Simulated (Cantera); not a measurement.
**Transport properties of process gases**

Gas mixture: CO = 0.27 (molar parts), at 7500 Torr, frozen composition.

Cantera's kinetic-theory transport with the Lennard-Jones parameters of GRI-Mech 3.0, ideal gas; thermal conductivity in the multicomponent form.

```csv
T (K),ρ (kg/m³),cp (J/kg/K),μ (µPa s),λ (mW/m/K),Pr,D (cm²/s) NO,D (cm²/s) OH,D (cm²/s) NH₃
400,8.42,1049,22.0,31.9,0.722,0.0340,0.0525,0.0383
650,5.18,1098,30.7,47.0,0.718,0.0778,0.120,0.0929
900,3.74,1164,38.1,61.9,0.716,0.134,0.206,0.164
1150,2.93,1211,44.7,75.7,0.715,0.202,0.310,0.251
1400,2.41,1246,50.8,88.6,0.714,0.280,0.430,0.350
1650,2.04,1271,56.5,101,0.714,0.368,0.564,0.462
1900,1.77,1289,61.9,112,0.713,0.465,0.713,0.585
2150,1.57,1301,67.0,122,0.713,0.570,0.875,0.719
2400,1.40,1311,72.0,132,0.712,0.684,1.05,0.864
```
D: mixture-averaged diffusion coefficient of that species in the mixture.
